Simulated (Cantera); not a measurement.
A closed system holds: 1 mol Si, 0.017 mol N₂O, 1.4 mol H₂, equilibrated at 1675 K and 1.20 bar.

These are equilibrium values from Cantera (NASA tables, ideal gas, pure condensed phases), not measurements of a reactor. Candidate condensed phases: H₂O, Si, SiO₂, Si₂N₂O, Si₃N₄; 35 gas species. Mutual solubility and eutectic melting of coexisting phases are not modelled. Gases not in the tables: Si₂H₆ and higher silanes. Rates play no part.

Base state: H₂ 1.000, N₂ 0.000166, SiO 0.000166, H 0.000106, SiH₂ 1.12e-5 (mole fractions); condensed: Si(s) + Si₂N₂O(s).

Problem. What changes in the equilibrium state with this change: pressure from 1.20 bar to 0.190 Pa?

Solution. 
```json
[
 {"species": "H₂", "before": "1.000", "after": "0.683"},
 {"species": "Si", "before": "3.62e-7", "after": "0.228"},
 {"species": "H", "before": "0.000106", "after": "0.0696"},
 {"species": "Si₂", "before": "1.41e-9", "after": "0.000889"},
 {"species": "Si₃", "before": "<1e-9", "after": "0.000220"},
 {"species": "Si(s), mol", "before": "0.966", "after": "0.532"},
 {"species": "Si₂N₂O(s), mol", "before": "0.0168", "after": "0"}
]
```
The tables' values for SiN are old estimates; treat these amounts as uncertain.

Problem. What changes in the equilibrium state with this change: 0.57 mol H₂O added?

Solution. 
```json
[
 {"species": "H₂", "before": "1.000", "after": "0.992"},
 {"species": "SiO", "before": "0.000166", "after": "0.00741"},
 {"species": "H", "before": "0.000106", "after": "0.000106"},
 {"species": "N₂", "before": "0.000166", "after": "3.72e-6"},
 {"species": "H₂O", "before": "3.94e-7", "after": "1.75e-5"},
 {"species": "SiH₂", "before": "1.12e-5", "after": "1.12e-5"},
 {"species": "Si(s), mol", "before": "0.966", "after": "0.674"},
 {"species": "Si₂N₂O(s), mol", "before": "0.0168", "after": "0.0170"},
 {"species": "SiO₂(β-quartz), mol", "before": "0", "after": "0.278"}
]
```
The tables hold silica as quartz up to 1696 K and as liquid above; real silica turns to tridymite and cristobalite and melts near 1996 K.
